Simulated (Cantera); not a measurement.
An adiabatic, constant-pressure homogeneous reactor starts with CH4 : O2 : N2 = 1 : 2.04 : 7.67 (molar parts), equivalence ratio 0.98, at 1000 K and 12.8 atm.

Detailed kinetics in Cantera: GRI-Mech 3.0 (53 species, 325 reactions). The pressure lies above the range GRI-Mech 3.0 was tuned for (to about 10 atm).

### Question
Predict: time of steepest temperature rise; temperature at 1.00 s; equilibrium temperature; x(O2) at 1.00 s; x(CO) at 1.00 s; x(HO2) at 1.00 s; x(CO2) at 1.00 s; x(O) at 1.00 s.

### Answer
```json
{
  "time_of_steepest_temperature_rise": "62.4 ms",
  "temperature at 1.00 s": "2649 K",
  "equilibrium_temperature": "2649 K",
  "x(O2) at 1.00 s": "0.00982 (gas-phase equilibrium 0.00982)",
  "x(CO) at 1.00 s": "0.0165 (gas-phase equilibrium 0.0165)",
  "x(HO2) at 1.00 s": "5.19e-6 (gas-phase equilibrium 5.19e-6)",
  "x(CO2) at 1.00 s": "0.0756 (gas-phase equilibrium 0.0756)",
  "x(O) at 1.00 s": "0.000802 (gas-phase equilibrium 0.000802)"
}
```
